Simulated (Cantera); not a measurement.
A Cantera script and its output.

```python
import numpy as np
import cantera as ct

gas = ct.Solution("gri30.yaml")
gas.TPX = 1025, 120000, {'CH3OH': 1, 'O2': 3.33, 'N2': 12.5}
reactor = ct.IdealGasReactor(gas, energy="on", clone=False)
net = ct.ReactorNet([reactor])
net.rtol, net.atol = 1e-08, 1e-16
show = ['CH3OH', 'O2', 'O', 'CH4', 'H']
times = np.geomspace(1e-06, 5, 15)

steps = ct.SolutionArray(gas, extra=["t"])
rows = []
print(f"{'t/s':>10s}{'T/K':>9s}{'P/Pa':>11s}" + "".join(f"{s:>11s}" for s in show))
for t in times:
    while net.time < t:
        t_next = net.step()
        steps.append(gas.state, t=t_next)
    rows.append([np.interp(t, steps.t, y) for y in (steps.T, steps.P, *steps(*show).X.T)])
    print(f"{t:10.3e}{rows[-1][0]:9.1f}{rows[-1][1]:11.4g}" + "".join(f"{x:11.3e}" for x in rows[-1][2:]))
rate = np.gradient(steps.T, steps.t)
print("integrator steps:", len(steps.t))
if steps.T.max() > steps.T[0] + 200:
    print(f"time of steepest temperature rise: {steps.t[rate.argmax()]:.4e} s")
gas.TPX = 1025, 120000, {'CH3OH': 1, 'O2': 3.33, 'N2': 12.5}
gas.equilibrate("UV")
print(f"equilibrium (UV): T = {gas.T:.1f} K  " + "  ".join(f"{s} {gas[s].X[0]:.3e}" for s in show))
```

Result:

```
       t/s      T/K       P/Pa      CH3OH         O2          O        CH4          H
 1.000e-06   1025.0    1.2e+05  5.942e-02  1.979e-01  1.565e-13  1.495e-14  1.159e-12
 3.010e-06   1025.0    1.2e+05  5.942e-02  1.979e-01  2.080e-13  1.344e-13  1.607e-12
 9.057e-06   1025.0    1.2e+05  5.942e-02  1.979e-01  2.152e-13  1.196e-12  1.681e-12
 2.726e-05   1025.0    1.2e+05  5.942e-02  1.979e-01  2.174e-13  1.030e-11  1.707e-12
 8.203e-05   1025.0    1.2e+05  5.942e-02  1.979e-01  2.224e-13  8.049e-11  1.764e-12
 2.469e-04   1025.0    1.2e+05  5.942e-02  1.979e-01  2.286e-13  5.003e-10  1.837e-12
 7.430e-04   1025.0    1.2e+05  5.942e-02  1.979e-01  2.310e-13  2.164e-09  1.866e-12
 2.236e-03   1025.0    1.2e+05  5.942e-02  1.979e-01  2.324e-13  7.304e-09  1.889e-12
 6.730e-03   1025.0    1.2e+05  5.942e-02  1.979e-01  2.372e-13  2.274e-08  1.969e-12
 2.025e-02   1025.0    1.2e+05  5.942e-02  1.979e-01  2.623e-13  6.884e-08  2.381e-12
 6.095e-02   1025.0    1.2e+05  5.942e-02  1.979e-01  4.523e-13  2.046e-07  5.504e-12
 1.834e-01   1025.1    1.2e+05  5.937e-02  1.978e-01  6.668e-12  5.784e-07  1.076e-10
 5.520e-01   2264.8  2.736e+05  2.613e-20  9.983e-02  7.750e-04  2.258e-20  9.375e-05
 1.661e+00   2264.5  2.736e+05  2.603e-20  9.977e-02  7.735e-04  2.248e-20  9.356e-05
 5.000e+00   2264.5  2.736e+05  2.603e-20  9.977e-02  7.735e-04  2.248e-20  9.356e-05
integrator steps: 2493
time of steepest temperature rise: 2.8525e-01 s
equilibrium (UV): T = 2264.5 K  CH3OH 2.691e-20  O2 9.977e-02  O 7.735e-04  CH4 3.462e-20  H 9.356e-05
```

Cantera simulation using GRI-Mech 3.0 (53 species, 325 reactions); the numbers are that mechanism's predictions, not measurements. GRI-Mech 3.0 was tuned for natural gas; its chemistry of methanol as a main component is partial and can be far from experiment.
